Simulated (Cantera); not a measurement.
An isothermal, constant-pressure homogeneous reactor starts with CH₄ : N₂ = 1 : 34 (molar parts), at 1925 K and 3.60 Torr. Integrator tolerance rtol = 1e-08.

Detailed kinetics in Cantera: GRI-Mech 3.0 (53 species, 325 reactions). GRI-Mech 3.0 stops at C3 and has no aromatics, soot or wall deposition, so with more carbon than oxygen in the feed, carbon stays in small species such as C2H2 where larger ones or solid carbon would form. Radical loss at walls, strong at low pressure, is not modelled.

### Question
What does this change do: N2 34 to 290 parts?

### Answer
```tsv
quantity	before	after
x(CH₄) at 30.0 s	2.20e-8 (gas-phase equilibrium 3.64e-8)	1.71e-8 (gas-phase equilibrium 1.90e-10)
x(C₂H₂) at 30.0 s	0.0138 (gas-phase equilibrium 0.00150)	0.00165 (gas-phase equilibrium 2.61e-5)
x(C₂H) at 30.0 s	1.15e-5 (gas-phase equilibrium 1.49e-6)	1.21e-6 (gas-phase equilibrium 7.60e-8)
x(H) at 30.0 s	0.00235 (gas-phase equilibrium 0.00279)	0.000257 (gas-phase equilibrium 0.000949)
x(HCN) at 30.0 s	0.000151 (gas-phase equilibrium 0.0247)	0.000122 (gas-phase equilibrium 0.00336)
x(CH₃) at 30.0 s	2.54e-8 (gas-phase equilibrium 5.02e-8)	1.77e-8 (gas-phase equilibrium 7.67e-10)
```

### Question
What does this change do: temperature 1925 to 1575 K?

### Answer
| quantity | before | after |
|---|---|---|
| x(CH₄) at 30.0 s | 2.20e-8 (gas-phase equilibrium 3.64e-8) | 0.00119 (gas-phase equilibrium 7.38e-7) |
| x(C₂H₂) at 30.0 s | 0.0138 (gas-phase equilibrium 0.00150) | 0.0133 (gas-phase equilibrium 0.00214) |
| x(C₂H) at 30.0 s | 1.15e-5 (gas-phase equilibrium 1.49e-6) | 6.66e-8 (gas-phase equilibrium 1.85e-8) |
| x(H) at 30.0 s | 0.00235 (gas-phase equilibrium 0.00279) | 6.83e-5 (gas-phase equilibrium 0.000123) |
| x(HCN) at 30.0 s | 0.000151 (gas-phase equilibrium 0.0247) | 2.94e-6 (gas-phase equilibrium 0.0235) |
| x(CH₃) at 30.0 s | 2.54e-8 (gas-phase equilibrium 5.02e-8) | 4.13e-5 (gas-phase equilibrium 4.44e-8) |

### Question
What does this change do: temperature 1925 to 1775 K?

### Answer
| quantity | before | after |
|---|---|---|
| x(CH₄) at 30.0 s | 2.20e-8 (gas-phase equilibrium 3.64e-8) | 2.16e-6 (gas-phase equilibrium 1.16e-7) |
| x(C₂H₂) at 30.0 s | 0.0138 (gas-phase equilibrium 0.00150) | 0.0138 (gas-phase equilibrium 0.00173) |
| x(C₂H) at 30.0 s | 1.15e-5 (gas-phase equilibrium 1.49e-6) | 1.75e-6 (gas-phase equilibrium 2.81e-7) |
| x(H) at 30.0 s | 0.00235 (gas-phase equilibrium 0.00279) | 0.000666 (gas-phase equilibrium 0.000854) |
| x(HCN) at 30.0 s | 0.000151 (gas-phase equilibrium 0.0247) | 7.56e-5 (gas-phase equilibrium 0.0243) |
| x(CH₃) at 30.0 s | 2.54e-8 (gas-phase equilibrium 5.02e-8) | 7.02e-7 (gas-phase equilibrium 4.86e-8) |
